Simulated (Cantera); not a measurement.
Input: 1 mol HCl, a varied amount of O2, 37 mol N2, equilibrated at 2748 K and 0.000210 bar.

Cantera equilibrium calculation (NASA polynomials, part measured and part estimated; ideal gas, pure solids and liquids). Candidate condensed phases: H2O, NH4Cl; 29 gas species. Kinetics and transport are ignored.

x: gas mole fraction; nothing condenses.

| n(O2) (mol) | x N2 | x O | x Cl | x H | x NO | x O2 | x N |
|---|---|---|---|---|---|---|---|
| 0.21 | 0.939 | 0.0103 | 0.0253 | 0.0253 | 0.000276 | 1.15e-5 | 0.000158 |
| 0.25 | 0.937 | 0.0123 | 0.0253 | 0.0252 | 0.000328 | 1.63e-5 | 0.000158 |
| 0.29 | 0.935 | (withheld) | 0.0252 | 0.0251 | (withheld) | (withheld) | 0.000158 |
| 0.35 | 0.932 | 0.0171 | 0.0252 | 0.0251 | 0.000455 | 3.15e-5 | 0.000158 |
| 0.42 | 0.929 | 0.0204 | 0.0251 | 0.0250 | 0.000543 | 4.51e-5 | 0.000157 |
| 0.49 | 0.925 | 0.0237 | 0.0250 | 0.0249 | 0.000630 | 6.08e-5 | 0.000157 |
| 0.59 | 0.921 | (withheld) | 0.0249 | 0.0248 | (withheld) | (withheld) | 0.000157 |
| 0.7 | 0.916 | 0.0335 | 0.0247 | 0.0246 | 0.000885 | 0.000121 | 0.000156 |
| 0.83 | 0.910 | 0.0394 | 0.0246 | 0.0244 | 0.00104 | 0.000168 | 0.000156 |
| 0.99 | 0.903 | 0.0466 | 0.0244 | 0.0243 | 0.00122 | 0.000235 | 0.000155 |
| 1.2 | 0.894 | 0.0558 | 0.0241 | 0.0240 | 0.00146 | 0.000337 | 0.000154 |
| 1.4 | 0.885 | 0.0644 | 0.0239 | 0.0238 | 0.00167 | 0.000448 | 0.000154 |

Task: Fill in the missing entries.

Result: 
- 0.59, x O: 0.0284
- 0.59, x NO: 0.000752
- 0.59, x O2: 8.72e-5
- 0.29, x O: 0.0142
- 0.29, x NO: 0.000379
- 0.29, x O2: 2.18e-5
